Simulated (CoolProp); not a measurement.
Sulfur dioxide along the isobar 4.7 MPa: Z from the reference equation and from simpler models built on Tc = 157.5 °C, pc = 7.887 MPa, ω = 0.256; each cubic takes its own stable root.

The numbers come from the reference Helmholtz-energy equation of state, Gao 2016 in CoolProp.

| T (°C) | phase | reference | Redlich-Kwong | Peng-Robinson |
|---|---|---|---|---|
| 67.45 | liquid | 0.08510 | 0.1003 | 0.08463 |
| 85.55 | liquid | 0.08515 | 0.1018 | 0.08557 |
| 103.65 | liquid | 0.08653 | 0.1056 | 0.08846 |
| 121.75 | liquid | 0.09052 | 0.6441 | 0.09534 |
| 139.85 | gas | 0.6879 | 0.7128 | 0.6823 |
| 158.05 | gas | 0.7515 | 0.7599 | 0.7393 |
| 176.15 | gas | 0.7952 | 0.7951 | 0.7809 |
| 194.25 | gas | 0.8279 | 0.8229 | 0.8134 |
| 212.35 | gas | 0.8537 | 0.8455 | 0.8396 |

At some of these states Redlich-Kwong gives the other phase, because its saturation line lies elsewhere.
